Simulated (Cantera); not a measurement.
A perfectly stirred reactor is fed with N2O : N2 = 1 : 0.011 (molar parts), at 15.8 Torr; it is held at 1275 K, and followed from long to short residence time.

Computed with Cantera and GRI-Mech 3.0 (53 species, 325 reactions). GRI-Mech 3.0 was tuned for natural gas; its chemistry of N2O as a main component is partial and can be far from experiment. Radical loss at walls, strong at low pressure, is not modelled. The mechanism lacks the step 2 NO + O2 → 2 NO2, which can matter for NO2 below about 1400 K. The temperature is held fixed by assumption; the heat of reaction is taken as removed at once.

Q: Predict: x(N2O) at τ = 1.10 s; x(NO) at τ = 1.10 s; x(O2) at τ = 1.10 s; x(N2) at τ = 1.10 s; x(NO2) at τ = 1.10 s; x(N2O) at τ = 50.0 ms; x(NO) at τ = 50.0 ms; x(O2) at τ = 50.0 ms; x(N2) at τ = 50.0 ms; x(NO2) at τ = 50.0 ms.

A: 
```json
{
 "x(N2O) at τ = 1.10 s": "0.915",
 "x(NO) at τ = 1.10 s": "0.00680",
 "x(O2) at τ = 1.10 s": "0.0214",
 "x(N2) at τ = 1.10 s": "0.0568",
 "x(NO2) at τ = 1.10 s": "1.22e-6",
 "x(N2O) at τ = 50.0 ms": "0.985",
 "x(NO) at τ = 50.0 ms": "0.000332",
 "x(O2) at τ = 50.0 ms": "0.00104",
 "x(N2) at τ = 50.0 ms": "0.0131",
 "x(NO2) at τ = 50.0 ms": "1.28e-8"
}
```
